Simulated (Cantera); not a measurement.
Input: 1 mol Si3N4, 0.036 mol CO2, 3.7 mol H2, at 1025 K and 3.70 Pa.

Method: chemical equilibrium by Gibbs-energy minimisation in Cantera with the NASA 1993 tables (ideal gas, pure condensed phases). Candidate condensed phases: C, C6H6, C7H8, C8H18, H2O, Si, SiC, SiO2, Si2N2O, Si3N4; 151 gas species. Mutual solubility and eutectic melting of coexisting phases are not modelled. Equilibrium is a limit: real reactors are often held back by kinetics, nucleation or transport.

Base state: H2 0.987, N2 0.0128 (mole fractions); condensed: SiC(s) + Si2N2O(s) + Si3N4(s).

Problem. What changes in the equilibrium state with this change: pressure from 3.70 Pa to 0.320 bar?

Solution. 
```
species          before    after
--------------  -------  -------
H2                0.987    0.984
CH4             5.83e-7  0.00976
N2               0.0128  0.00650
NH3             2.03e-9  1.25e-5
SiC(s), mol      0.0360        0
Si2N2O(s), mol   0.0720   0.0720
Si3N4(s), mol     0.940    0.952
```

Problem. What changes in the equilibrium state with this change: Si3N4 replaced by SiC?

Solution. 
| species | before | after |
|---|---|---|
| H2 | 0.987 | 0.992 |
| CO | 2.01e-8 | 0.00823 |
| N2 | 0.0128 | 0 |
| SiC(s), mol | 0.0360 | 0.979 |
| Si2N2O(s), mol | 0.0720 | 0 |
| Si3N4(s), mol | 0.940 | 0 |
| C(graphite), mol | 0 | 0.0259 |
| SiO2(β-quartz), mol | 0 | 0.0206 |
